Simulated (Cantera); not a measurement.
A freely propagating, adiabatic, planar premixed flame of H₂ : O₂ : N₂ = 1 : 0.617 : 1.79 (molar parts), unburnt at 573 K and 47000 Pa; mixture-averaged transport, grid criteria slope 0.08 and curve 0.16, no radiation.

Model: the H2/O2 subset of GRI-Mech 3.0, which has no nitrogen chemistry, integrated in Cantera. Burning velocities carry a grid error of a few per cent, more on coarse grids.

Q: Predict: laminar burning velocity; thermal thickness; peak x(O); peak x(H); peak x(HO₂).

A: 
```json
{
 "laminar_burning_velocity": "690 cm/s",
 "thermal_thickness": "1.11 mm",
 "peak x(O)": "0.0209",
 "peak x(H)": "0.0658",
 "peak x(HO₂)": "0.000204"
}
```
